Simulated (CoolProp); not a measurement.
Properties of cyclopentane at several states.

Values from CoolProp's reference Helmholtz-energy equation of state, Gedanitz 2015.

| T (K) | p (bar) | phase | density (kg/m³) | speed of sound (m/s) | Joule-Thomson coefficient (K/MPa) |
|---|---|---|---|---|---|
| 351.3 | 61 | liquid | 693.4 | 992.6 | -0.3282 |
| 464.3 | 3.32 | gas | 6.257 | 234.2 | 9.767 |
| 313.5 | 4.06 | liquid | 725.4 | 1127 | -0.4087 |
